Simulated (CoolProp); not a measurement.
Vapour-liquid equilibrium of propylene (1) + R152A (2) at 7.28 kPa; x and y are mole fractions of (1).

Values from CoolProp's multi-fluid Helmholtz-energy mixture model, Lemmon 2013 and Outcalt 1996; pair parameters Bell 2016.

```
x      bubble temperature (K)  y at the bubble point  dew temperature at overall composition x (K)  liquid density (mol/L)
-----  ----------------------  ---------------------  --------------------------------------------  ----------------------
0.05                        …                  0.459                                         201.8                   16.81
0.125                   188.6                  0.696                                         200.7                   16.83
0.2                     185.4                  0.783                                         199.6                   16.76
0.275                   183.7                      …                                         198.4                   16.66
0.35                    182.7                  0.844                                         197.1                   16.54
0.425                   182.2                  0.856                                             …                   16.43
0.5                     181.8                  0.863                                         194.0                   16.31
0.575                   181.6                  0.869                                         192.2                   16.20
0.65                    181.5                  0.875                                         190.1                   16.10
0.725                   181.3                  0.883                                         187.6                   16.00
0.8                     181.1                  0.896                                         184.7                   15.92
0.875                       …                  0.918                                         181.5                   15.85
0.95                    180.7                  0.957                                         180.7                   15.79
```

Problem. Some entries are withheld; supply them.

Solution. 
- 0.05, bubble temperature (K): 194.9
- 0.275, y at the bubble point: 0.823
- 0.425, dew temperature at overall composition x (K): 195.6
- 0.875, bubble temperature (K): 180.9

No azeotrope shows between x = 0.05 and 0.95.

Pair parameters are fitted to limited data, so mixtures are less certain than the pure fluids. With so large a gap from Raoult's law the liquid may split in two, which this calculation doesn't test in full.
